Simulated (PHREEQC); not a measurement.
Make-up at 25 °C: 34 mmol/kgw CsOH and 0.5 mmol/kgw H4SiO4. Closed to the air; pH follows from the charge balance.

Computed with PHREEQC (ion-association model, wateq4f.dat).

### Question
The ionic strength comes out as 0.0341 mol/kgw. What activity coefficients do OH-, H2SiO4-2, H3SiO4-, Cs+ get?

### Answer
OH- 0.84, H2SiO4-2 0.52, H3SiO4- 0.84, Cs+ 0.84.

This is a speciation only: nothing precipitates in the calculation. Complexes and solids missing from the database can't appear.
